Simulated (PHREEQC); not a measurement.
Dissolve 0.033 mol NaHSO4, 0.029 mol H2S and 8.6e-05 mol SrCl2 per kg of water at 66 °C. Closed to the air; pH follows from the charge balance.

Equilibrium calculation in PHREEQC: ion-association model, phreeqc.dat.

No solid was allowed to form.

Problem. Estimate the pH, density.

Solution. pH 1.95; density 0.983 g/cm³.

Problem. In which forms is Sr present?

Solution. Sr+2 61 %, SrSO4 39 % of the Sr.

At this temperature some constants are extrapolated from 25 °C, and those without enthalpy data are left unchanged.
